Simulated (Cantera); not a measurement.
A perfectly stirred reactor is fed with 4.17 % CH₄, 95.8 % N₂, at 1.00 atm; it is held at 1925 K, and followed from long to short residence time.

Model: GRI-Mech 3.0 (53 species, 325 reactions), integrated in Cantera. GRI-Mech 3.0 stops at C3 and has no aromatics, soot or wall deposition, so with more carbon than oxygen in the feed, carbon stays in small species such as C2H2 where larger ones or solid carbon would form.

x: mole fraction; the columns are a selection and need not sum to one.

```csv
τ (s),x CH₄,x H₂,x CH₂,x CH₃,x C₂H₄,x H
3.1,0.000381,0.0593,1.39e-7,2.93e-5,1.25e-5,0.000230
1.4,0.000569,0.0590,2.04e-7,4.35e-5,1.29e-5,0.000228
0.60,0.000875,0.0585,3.07e-7,6.64e-5,1.40e-5,0.000225
0.26,0.00134,0.0578,4.55e-7,0.000101,1.66e-5,0.000220
0.12,?,0.0568,?,?,?,0.000213
0.051,0.00311,0.0552,9.41e-7,0.000223,3.62e-5,0.000203
0.023,0.00469,0.0528,1.31e-6,0.000327,6.62e-5,0.000191
0.0099,0.00719,0.0489,1.79e-6,0.000483,0.000138,0.000173
0.0044,0.0107,0.0435,2.34e-6,0.000689,0.000285,0.000152
0.0019,?,?,?,?,?,?
```

Task: Fill in the missing entries.

Result: 
- 0.12, x CH₄: 0.00200
- 0.12, x CH₂: 6.48e-7
- 0.12, x CH₃: 0.000147
- 0.12, x C₂H₄: 2.21e-5
- 0.0019, x CH₄: 0.0157
- 0.0019, x H₂: 0.0358
- 0.0019, x CH₂: 2.94e-6
- 0.0019, x CH₃: 0.000961
- 0.0019, x C₂H₄: 0.000586
- 0.0019, x H: 0.000125
